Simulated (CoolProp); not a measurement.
A Linde-Hampson liquefier for oxygen: isothermal reversible compression at 230 K from 1 atm to 10 MPa, throttling to 1 atm, return gas leaving the recuperator 5 K below the feed. Each further row changes one setting.

Values from CoolProp's reference Helmholtz-energy equation of state, Schmidt 1985.

| case | liquid yield per pass | compression work (kJ/kg of gas) |
|---|---|---|
| as stated | 0.111 | 264 |
| high pressure 20 MPa | 0.216 | ? |
| warm-end temperature 260 K | ? | 303 |
| warm-end gap 10 K | ? | 264 |

**Question.** Fill in the missing entries.

**Answer.** 
- high pressure 20 MPa, compression work (kJ/kg of gas): 297
- warm-end temperature 260 K, liquid yield per pass: 0.074
- warm-end gap 10 K, liquid yield per pass: 0.099
